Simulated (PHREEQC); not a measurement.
Consider water at 25 °C with 68 mmol/kgw NH4HF2, 0.9 mmol/kgw (NH4)2SiF6 and 1.3 mmol/kgw HBF4. Closed to the air; pH follows from the charge balance.

Computed with PHREEQC (ion-association model, wateq4f.dat).

No solid was allowed to form.

**Question.** Estimate the pH, ionic strength.

**Answer.** pH 3.15; ionic strength 0.0715 mol/kgw.

**Question.** In which forms is F present?

**Answer.** F- 39 %, HF 32 %, HF2- 14 %, H2F2 7.8 %, SiF6-2 3.7 %, BF4- 3.5 % of the F.

Species that the database lacks are ignored. wateq4f.dat counts part of the HF as a dimer, H2F2, which phreeqc.dat doesn't know; its constant is uncertain. SiF6-2 is the database's only silicon fluoride. Real BF4- forms and hydrolyses slowly; the run takes it at equilibrium.
